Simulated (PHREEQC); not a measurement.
A solution holds 0.058 mol NaOH per kg of water, at 20 °C. Closed to the air; pH follows from the charge balance.

Model: ion-association model, phreeqc.dat, run in PHREEQC.

This is a speciation only: nothing precipitates in the calculation.

### Question
Predict the pH.

### Answer
pH 12.83.
